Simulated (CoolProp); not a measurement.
Vapour-liquid equilibrium of hydrogen sulfide (1) + n-hexane (2) at 9.55 °C; x and y are mole fractions of (1).

Computed with CoolProp (multi-fluid Helmholtz-energy mixture model, Lemmon 2006 and Thol 2019; pair parameters Kunz 2012).

Question: Give the bubble pressure and the first vapour's composition at x = 0.05, 0.5, 0.95. Is there an azeotrope?

Answer: x = 0.05: 0.1244 MPa, y = 0.921; x = 0.5: 0.8243 MPa, y = 0.990; x = 0.95: 1.281 MPa, y = 0.998. No azeotrope shows between x = 0.05 and 0.95.

The pair parameters rest on a limited set of measurements; away from them the model extrapolates. With so large a gap from Raoult's law the liquid may split in two, which this calculation doesn't test in full.
